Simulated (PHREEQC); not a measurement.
# Hard or scaling water: speciation

Dissolve 0.000675 mol/kgw Ca(HCO3)2 and 0.21 mol/kgw Na2SO4 at 20 °C. Closed to the air; pH follows from the charge balance.

The numbers come from PHREEQC with the ion-association model, phreeqc.dat.

The pH comes out as 7.86 and the ionic strength comes out as 0.516 mol/kgw. The activity of water comes out as 0.990. The specific conductance is 23300 µS/cm and the density is 1.025 g/cm³. The total alkalinity is 1.35 meq/kg.

| species | molality | activity | log γ |
|---|---|---|---|
| Na+ | 0.363 | 0.261 | -0.143 |
| SO4-2 | 0.152 | 0.0312 | -0.688 |
| NaSO4- | 0.0572 | 0.0396 | -0.160 |
| HCO3- | 0.00119 | 0.000823 | -0.160 |
| CaSO4 | 0.000373 | 0.000420 | 0.052 |
| Ca+2 | 0.000300 | 7.86e-5 | -0.582 |
| NaHCO3 | 0.000110 | 0.000124 | 0.052 |

This is a speciation only: nothing precipitates in the calculation.
